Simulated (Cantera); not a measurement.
A perfectly stirred reactor is fed with CO : H2 : O2 : N2 = 1 : 0.56 : 1.63 : 6.11 (molar parts), at 71000 Pa; it is adiabatic with a 750 K inlet, and is followed from long to short residence time, starting on the burning branch (τ in s: 0.36, 0.12, 0.041, 0.014, 0.0045, 0.0015, 0.00051, 0.00017, 5.7e-05, 1.9e-05, 6.4e-06).

Computed with Cantera and GRI-Mech 3.0 (53 species, 325 reactions).

Question: What does this change do: inlet temperature 750 to 675 K?

Answer: 
```
quantity                                                                       before                                after
------------------------------------------------  -----------------------------------  -----------------------------------
blow-out, bracketed by the residence times tried  burning at 0.170 ms, out at 57.0 µs  burning at 0.170 ms, out at 57.0 µs
x(CO) at τ = 0.360 s                                                          0.00122                             0.000956
x(H2) at τ = 0.360 s                                                         0.000138                             0.000111
x(O2) at τ = 0.360 s                                                           0.0991                               0.0993
x(H) at τ = 0.360 s                                                           4.24e-5                              3.15e-5
x(OH) at τ = 0.360 s                                                          0.00213                              0.00178
x(CO) at τ = 1.50 ms                                                           0.0180                               0.0171
x(H2) at τ = 1.50 ms                                                          0.00219                              0.00210
x(O2) at τ = 1.50 ms                                                            0.103                                0.103
x(H) at τ = 1.50 ms                                                           0.00345                              0.00328
x(OH) at τ = 1.50 ms                                                          0.00634                              0.00573
```
